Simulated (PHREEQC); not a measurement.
**Alkaline etch or developer: speciation**

Consider water at 25 °C with 0.018 mol NH3 and 0.00023 mol NaAlO2 per kg of water. Closed to the air; pH follows from the charge balance.

Computed with PHREEQC (ion-association model, wateq4f.dat).

Each row changes one thing in this solution. No solid was allowed to form.

| case | pH | ionic strength (mol/kgw) | Al(OH)3 (mol/kgw) | SI of Gibbsite (Al(OH)3) | SI of Boehmite (AlOOH) |
|---|---|---|---|---|---|
| as made | 10.74 | 0.000801 | 2.14e-9 | +0.16 | -0.31 |
| NH3 left out | 8.06 | 0.000230 | 1.04e-6 | … | … |
| NH3 from 0.018 to 0.09 mol/kgw | 11.10 | … | 9.38e-10 | -0.20 | -0.67 |
| temperature from 25 to 30 °C | 10.59 | … | 2.84e-9 | +0.08 | -0.33 |
| temperature from 25 to 85 °C | 9.24 | 0.000778 | 1.35e-8 | … | -0.45 |

Task: What belongs in the gaps?

Result: 
- NH3 left out, SI of Gibbsite (Al(OH)3): +2.85
- NH3 left out, SI of Boehmite (AlOOH): +2.37
- NH3 from 0.018 to 0.09 mol/kgw, ionic strength (mol/kgw): 0.00153
- temperature from 25 to 30 °C, ionic strength (mol/kgw): 0.000808
- temperature from 25 to 85 °C, SI of Gibbsite (Al(OH)3): -0.63

Species that the database lacks are ignored. Some of these states are supersaturated (in Gibbsite (slow to form), Al(OH)3(a), Boehmite (slow to form), for instance). Away from 25 °C the constants follow the database's enthalpies or fits; those with neither stay at their 25 °C values.
